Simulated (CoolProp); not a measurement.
Properties of R1132(E) along the isobar 1.01 bar (Tc = 75.7 °C, pc = 51.74 bar, ω = 0.245).

Computed with CoolProp (reference Helmholtz-energy equation of state, Akasaka 2024).

```tsv
T (°C)	phase	cv (kJ/(kg K))	fugacity coefficient
-13.15	gas	0.7531	0.9817
-3.75	gas	0.7688	0.9838
5.55	gas	0.7842	0.9856
14.85	gas	0.7996	0.9871
24.15	gas	0.8148	0.9884
33.55	gas	0.8302	0.9895
42.85	gas	0.8453	0.9905
52.15	gas	0.8604	0.9914
61.55	gas	0.8757	0.9922
70.85	gas	0.8907	0.9929
80.15	gas	0.9057	0.9935
89.55	gas	0.9208	0.9941
98.85	gas	0.9358	0.9946
108.15	gas	0.9507	0.9950
117.55	gas	0.9657	0.9954
126.85	gas	0.9805	0.9958
```
